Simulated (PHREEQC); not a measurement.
Consider water at 25 °C with 30 mmol/kgw HF, 0.19 mmol/kgw NaF, 0.2 mmol/kgw (NH4)2SiF6 and 0.5 mmol/kgw H3PO4. Closed to the air; pH follows from the charge balance.

Computed with PHREEQC (ion-association model, wateq4f.dat).

Each row changes one thing in this solution. This is a speciation only: nothing precipitates in the calculation.

| case | pH | ionic strength (mol/kgw) | HF (mol/kgw) | F- (mol/kgw) | H2F2 (mol/kgw) | HF2- (mol/kgw) | SI of Quartz (SiO2) |
|---|---|---|---|---|---|---|---|
| as made | 2.38 | 0.00524 | 0.0228 | 0.00397 | 0.00136 | 0.000348 | -5.89 |
| H3PO4 replaced by (NH4)2HPO4 at the same molality | 2.44 | 0.00574 | 0.0224 | ? | ? | 0.000380 | -5.96 |
| H3PO4 from 0.0005 to 0.0001 mol/kgw | 2.40 | 0.00510 | 0.0227 | 0.00408 | 0.00135 | 0.000356 | -5.91 |
| 0.0017 mol/kgw KOH added | ? | 0.00611 | 0.0221 | 0.00477 | ? | 0.000404 | -6.00 |
| diluted 10-fold with water | 2.95 | 0.00125 | 0.00186 | 0.00114 | 9.01e-6 | 8.17e-6 | -1.50 |
| H3PO4 from 0.0005 to 0.001 mol/kgw | 2.37 | 0.00541 | 0.0229 | 0.00385 | 0.00137 | 0.000339 | -5.87 |

Complete the blanks.


- H3PO4 replaced by (NH4)2HPO4 at the same molality, F- (mol/kgw): 0.00442
- H3PO4 replaced by (NH4)2HPO4 at the same molality, H2F2 (mol/kgw): 0.00131
- 0.0017 mol/kgw KOH added, pH: 2.47
- 0.0017 mol/kgw KOH added, H2F2 (mol/kgw): 0.00127

wateq4f.dat counts part of the HF as a dimer, H2F2, which phreeqc.dat doesn't know; its constant is uncertain. H3PO4, which wateq4f.dat lacks, is added to it with the constant of phreeqc.dat. SiF6-2 is the database's only silicon fluoride.
